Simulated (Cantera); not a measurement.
Source: NASA polynomial tables (part measured, part estimated), evaluated in Cantera. Values are per mole of reaction as written; species without (g) are pure solids or liquids, kept so even where they would boil at 1 bar.

TiCl₄(g) + 4 CH₄(g) = Ti + 4 H(g) + 4 CH₃Cl(g)

```tsv
T (K)	ΔH° (kJ)	ΔS° (J/K)	ΔG° (kJ)	log10 K
650	1619.8	357.4	1387.5	-111.50
700	1621.8	360.3	1369.6	-102.20
750	1623.8	363.0	1351.5	-94.13
800	(withheld)	(withheld)	(withheld)	(withheld)
850	(withheld)	(withheld)	(withheld)	(withheld)
```

Question: Some entries are withheld; supply them.

Answer: 
- 800, ΔH° (kJ): 1625.6
- 800, ΔS° (J/K): 365.4
- 800, ΔG° (kJ): 1333.3
- 800, log10 K: -87.05
- 850, ΔH° (kJ): 1627.4
- 850, ΔS° (J/K): 367.6
- 850, ΔG° (kJ): 1315.0
- 850, log10 K: -80.81
